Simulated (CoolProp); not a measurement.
Vapour pressure (MPa) of propylene glycol: the reference equation beside estimates from Tc = 674.0 K, pc = 7.292 MPa, ω = 0.327.

Computed with CoolProp (reference Helmholtz-energy equation of state, Eisenbach 2021).

| T (K) | reference | Lee-Kesler | van der Waals | Redlich-Kwong | Soave-Redlich-Kwong | Peng-Robinson |
|---|---|---|---|---|---|---|
| 328.3 | 0.0001950 | 0.002369 | 0.1694 | 0.01137 | 0.002445 | 0.002697 |
| 345.3 | 0.0006060 | 0.005534 | 0.2385 | 0.02293 | 0.005685 | 0.006137 |
| 362.3 | 0.001657 | 0.01179 | 0.3257 | 0.04256 | 0.01205 | 0.01278 |
| 379.3 | 0.004064 | 0.02321 | 0.4331 | 0.07369 | 0.02359 | 0.02465 |
| 396.3 | 0.009076 | 0.04267 | 0.5630 | 0.1203 | 0.04316 | 0.04454 |
| 413.3 | 0.01870 | 0.07394 | 0.7174 | 0.1870 | 0.07446 | 0.07606 |
| 430.3 | 0.03591 | 0.1217 | 0.8982 | 0.2784 | 0.1221 | 0.1237 |
| 447.3 | 0.06492 | 0.1915 | 1.107 | 0.3998 | 0.1916 | 0.1927 |
| 464.3 | 0.1113 | 0.2895 | 1.346 | 0.5561 | 0.2894 | 0.2894 |
| 481.3 | 0.1822 | 0.4229 | 1.617 | 0.7527 | 0.4225 | 0.4206 |
| 498.3 | 0.2864 | 0.5990 | 1.921 | 0.9947 | 0.5989 | 0.5941 |
| 515.3 | 0.4345 | 0.8259 | 2.259 | 1.287 | 0.8271 | 0.8184 |
| 532.3 | 0.6390 | 1.112 | 2.633 | 1.635 | 1.116 | 1.102 |
| 549.3 | 0.9142 | 1.466 | 3.044 | 2.043 | 1.476 | 1.456 |

Absolute difference from the reference over all 14 rows, mean and median: Lee-Kesler 338.3 and 216.9 %, van der Waals 12387.1 and 2003.2 %, Redlich-Kwong 1310.6 and 595.6 %, Soave-Redlich-Kwong 345.4 and 217.6 %, Peng-Robinson 366.5 and 220.6 %.
